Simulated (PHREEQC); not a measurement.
**Metal-bearing waste water: an equilibrium model**

Make-up at 25 °C and 100 atm: 14 mmol/kgw FeSO4, 140 mmol/kgw ZnCl2 and 22 mmol/kgw NaCl. Closed to the air; pH follows from the charge balance.

The numbers come from PHREEQC with the ion-association model, phreeqc.dat.

Precipitation was switched off in this run.

Problem. What pH does the model give?

Solution. pH 4.95.

Problem. In which forms is Fe present?

Solution. Fe+2 88 %, FeCl+ 7.9 %, FeSO4 4.6 % of the Fe.

Under pressure, the constants of complexes without a molar volume in the database are unreliable.
